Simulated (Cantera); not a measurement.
Input: 1 mol Pb, 1.8 mol CO, 77 mol H2, equilibrated at 10.0 mbar.

These are equilibrium values from Cantera (NASA tables, ideal gas, pure condensed phases), not measurements of a reactor. Candidate condensed phases: C, C6H6, C7H8, C8H18, H2O, Pb, PbO, PbO2, Pb3O4; 113 gas species. Rates play no part.

Task: Which condensed phases are stable at each of these points (T (K)): 1025, 1075, 1125, 1175, 1225, 1275, 1325, 1375, 1425?

Result: 
```csv
T (K),condensed phases,Pb condensed (%)
1025,Pb(l),78.0
1075,Pb(l),39.7
1125,gas only,0.0
1175,gas only,0.0
1225,gas only,0.0
1275,gas only,0.0
1325,gas only,0.0
1375,gas only,0.0
1425,gas only,0.0
```

From 1025 K to 1075 K the condensed part is Pb(l). From 1125 K to 1425 K nothing is condensed.
